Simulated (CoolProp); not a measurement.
Ammonia at 298.15 K and 0.261 MPa is throttled through a valve to 0.0645 MPa with no heat exchange. Each further row changes one setting.

Model: reference Helmholtz-energy equation of state, Gao 2020, in CoolProp.

| case | temperature change (K) | final density (kg/m³) |
|---|---|---|
| as stated | -5.7 | [?] |
| outlet pressure 0.0193 MPa | [?] | [?] |
| outlet pressure 0.0839 MPa | [?] | [?] |

Some entries are withheld; supply them.


- as stated, final density (kg/m³): 0.455
- outlet pressure 0.0193 MPa, temperature change (K): -7.1
- outlet pressure 0.0193 MPa, final density (kg/m³): 0.136
- outlet pressure 0.0839 MPa, temperature change (K): -5.1
- outlet pressure 0.0839 MPa, final density (kg/m³): 0.592
